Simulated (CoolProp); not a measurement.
Properties of R227EA along the isotherm 201.85 °C (Tc = 101.8 °C, pc = 29.25 bar, ω = 0.358).

Model: reference Helmholtz-energy equation of state, Lemmon 2016, in CoolProp.

```json
[
 {"p (bar)": "0.925", "phase": "gas", "cp (kJ/(kg K))": "1.035", "cv (kJ/(kg K))": "0.9843", "viscosity (µPa s)": "18.2", "conductivity (mW/(m K))": "27.0"},
 {"p (bar)": "1.4", "phase": "gas", "cp (kJ/(kg K))": "1.036", "cv (kJ/(kg K))": "0.9846", "viscosity (µPa s)": "18.2", "conductivity (mW/(m K))": "27.1"},
 {"p (bar)": "2.11", "phase": "gas", "cp (kJ/(kg K))": "1.037", "cv (kJ/(kg K))": "0.9850", "viscosity (µPa s)": "18.2", "conductivity (mW/(m K))": "27.1"},
 {"p (bar)": "3.18", "phase": "gas", "cp (kJ/(kg K))": "1.039", "cv (kJ/(kg K))": "0.9856", "viscosity (µPa s)": "18.3", "conductivity (mW/(m K))": "27.2"},
 {"p (bar)": "4.79", "phase": "gas", "cp (kJ/(kg K))": "1.043", "cv (kJ/(kg K))": "0.9866", "viscosity (µPa s)": "18.3", "conductivity (mW/(m K))": "27.4"},
 {"p (bar)": "7.23", "phase": "gas", "cp (kJ/(kg K))": "1.048", "cv (kJ/(kg K))": "0.9881", "viscosity (µPa s)": "18.4", "conductivity (mW/(m K))": "27.7"},
 {"p (bar)": "10.9", "phase": "gas", "cp (kJ/(kg K))": "1.057", "cv (kJ/(kg K))": "0.9903", "viscosity (µPa s)": "18.6", "conductivity (mW/(m K))": "28.0"},
 {"p (bar)": "16.4", "phase": "gas", "cp (kJ/(kg K))": "1.072", "cv (kJ/(kg K))": "0.9938", "viscosity (µPa s)": "18.9", "conductivity (mW/(m K))": "28.6"},
 {"p (bar)": "24.8", "phase": "gas", "cp (kJ/(kg K))": "1.100", "cv (kJ/(kg K))": "0.9995", "viscosity (µPa s)": "19.6", "conductivity (mW/(m K))": "29.4"},
 {"p (bar)": "37.4", "phase": "supercritical", "cp (kJ/(kg K))": "1.151", "cv (kJ/(kg K))": "1.009", "viscosity (µPa s)": "21.1", "conductivity (mW/(m K))": "30.8"},
 {"p (bar)": "56.5", "phase": "supercritical", "cp (kJ/(kg K))": "1.253", "cv (kJ/(kg K))": "1.023", "viscosity (µPa s)": "25.0", "conductivity (mW/(m K))": "33.7"},
 {"p (bar)": "85.2", "phase": "supercritical", "cp (kJ/(kg K))": "1.365", "cv (kJ/(kg K))": "1.035", "viscosity (µPa s)": "34.6", "conductivity (mW/(m K))": "38.2"},
 {"p (bar)": "129", "phase": "supercritical", "cp (kJ/(kg K))": "1.356", "cv (kJ/(kg K))": "1.036", "viscosity (µPa s)": "52.2", "conductivity (mW/(m K))": "42.7"},
 {"p (bar)": "194", "phase": "supercritical", "cp (kJ/(kg K))": "1.301", "cv (kJ/(kg K))": "1.032", "viscosity (µPa s)": "75.0", "conductivity (mW/(m K))": "47.1"},
 {"p (bar)": "293", "phase": "supercritical", "cp (kJ/(kg K))": "1.262", "cv (kJ/(kg K))": "1.031", "viscosity (µPa s)": "104", "conductivity (mW/(m K))": "52.6"}
]
```

Viscosity comes from a separate model (Huber 2003), an estimate that may be off by 10 % or more. Thermal conductivity comes from a separate model (Huber 2003), an estimate that may be off by 10 % or more.
